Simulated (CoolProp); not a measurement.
A Linde-Hampson liquefier for carbon monoxide: isothermal reversible compression at 290 K from 1 atm to 20 MPa, throttling to 1 atm, return gas leaving the recuperator 10 K below the feed. Each further row changes one setting.

The numbers come from the reference Helmholtz-energy equation of state, Lemmon 2006 in CoolProp. It is a short technical equation, of lower accuracy than the large ones.

```json
[
 {"case": "as stated", "liquid yield per pass": "?", "compression work (kJ/kg of gas)": "453"},
 {"case": "high pressure 40 MPa", "liquid yield per pass": "?", "compression work (kJ/kg of gas)": "519"},
 {"case": "warm-end temperature 320 K", "liquid yield per pass": "?", "compression work (kJ/kg of gas)": "?"},
 {"case": "warm-end gap 15 K", "liquid yield per pass": "?", "compression work (kJ/kg of gas)": "453"}
]
```

Task: Some entries are withheld; supply them.

Result: 
- as stated, liquid yield per pass: 0.071
- high pressure 40 MPa, liquid yield per pass: 0.095
- warm-end temperature 320 K, liquid yield per pass: 0.048
- warm-end temperature 320 K, compression work (kJ/kg of gas): 503
- warm-end gap 15 K, liquid yield per pass: 0.060
